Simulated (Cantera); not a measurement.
**Hydrocarbon pyrolysis for carbon deposition**

An isothermal, constant-pressure homogeneous reactor starts with CH₄ : N₂ = 1 : 6.6 (molar parts), at 1723 K and 5300 Pa.

Detailed kinetics in Cantera: GRI-Mech 3.0 (53 species, 325 reactions). GRI-Mech 3.0 stops at C3 and has no aromatics, soot or wall deposition, so with more carbon than oxygen in the feed, carbon stays in small species such as C2H2 where larger ones or solid carbon would form.

| t (s) | x CH₄ | x C₂H₂ | x C₂H₆ | x H₂ | x HCN | x C₂H₄ |
|---|---|---|---|---|---|---|
| 6.00e-6 | 0.132 | <1e-12 | <1e-12 | 3.51e-7 | <1e-12 | <1e-12 |
| 2.35e-5 | 0.132 | <1e-12 | 1.42e-11 | 2.42e-6 | <1e-12 | 1.86e-11 |
| 9.21e-5 | 0.132 | 2.71e-12 | 1.01e-9 | 1.10e-5 | <1e-12 | 2.65e-9 |
| 0.000361 | 0.131 | 9.34e-10 | 5.49e-8 | 4.51e-5 | <1e-12 | 2.11e-7 |
| 0.00141 | 0.131 | 2.55e-7 | 2.03e-6 | 0.000204 | 4.76e-12 | 1.33e-5 |
| 0.00553 | 0.129 | 7.12e-5 | 3.84e-5 | 0.00226 | 3.47e-10 | 0.000686 |
| 0.0217 | 0.0921 | 0.0106 | 0.000105 | 0.0451 | 7.41e-8 | 0.00617 |
| 0.0849 | 0.0356 | 0.0413 | 1.67e-5 | 0.126 | 7.78e-7 | 0.000676 |
| 0.333 | 0.00809 | 0.0544 | 1.25e-6 | 0.163 | 2.81e-6 | 5.80e-5 |
| 1.30 | 0.00141 | 0.0575 | 4.99e-8 | 0.172 | 6.06e-6 | 2.27e-5 |
| 5.11 | 0.000302 | 0.0580 | 2.56e-9 | 0.174 | 9.59e-6 | 2.17e-5 |
| 20.0 | 0.000109 | 0.0581 | 4.60e-10 | 0.174 | 1.39e-5 | 2.17e-5 |
x: mole fraction; the columns are a selection and need not sum to one.

Equilibrium at this temperature and pressure: CH₄ 5.91e-5, C₂H₂ 0.0214, C₂H₆ 1.46e-10, H₂ 0.174, HCN 0.0733, C₂H₄ 8.01e-6 (gas phase only).
